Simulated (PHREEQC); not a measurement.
Solution (25 °C): 0.34 mol NH4HF2 and 0.00021 mol HBF4 per kg of water. Closed to the air; pH follows from the charge balance.

Computed with PHREEQC (ion-association model, phreeqc.dat).

**Question.** The ionic strength comes out as 0.341 mol/kgw. What activity coefficients do BF4-, H+, NH4+, HF2-, F- get?

**Answer.** BF4- 0.73, H+ 0.78, NH4+ 0.63, HF2- 0.73, F- 0.66.

Precipitation was switched off in this run. Complexes and solids missing from the database can't appear. Real BF4- forms and hydrolyses slowly; the run takes it at equilibrium.
